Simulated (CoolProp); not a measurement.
Vapour-liquid equilibrium of CHF3 (R23) (1) + R152A (2) at 0.0768 MPa; x and y are mole fractions of (1).

Model: multi-fluid Helmholtz-energy mixture model, Penoncello 2003 and Outcalt 1996; pair parameters Bell 2016, in CoolProp.

| x | bubble temperature (°C) | y at the bubble point | dew temperature at overall composition x (°C) | liquid density (mol/L) |
|---|---|---|---|---|
| 0.05 | -39.1 | 0.380 | -31.1 | 15.92 |
| 0.125 | -49.4 | 0.668 | -32.7 | 16.46 |
| 0.2 | -56.9 | 0.805 | -34.4 | 16.93 |
| 0.275 | -62.7 | 0.877 | -36.3 | 17.36 |
| 0.35 | -67.3 | 0.919 | -38.3 | 17.77 |
| 0.425 | -71.0 | 0.945 | -40.4 | 18.16 |
| 0.5 | -74.2 | 0.963 | -42.8 | 18.54 |
| 0.575 | -76.8 | 0.974 | -45.5 | 18.91 |
| 0.65 | -79.1 | 0.982 | -48.6 | 19.27 |
| 0.725 | -81.1 | 0.988 | -52.2 | 19.63 |
| 0.8 | -82.9 | 0.993 | -56.6 | 19.99 |
| 0.875 | -84.4 | 0.996 | -62.5 | 20.33 |
| 0.95 | -85.8 | 0.999 | -71.8 | 20.68 |

No azeotrope shows between x = 0.05 and 0.95.

The pair parameters rest on a limited set of measurements; away from them the model extrapolates.
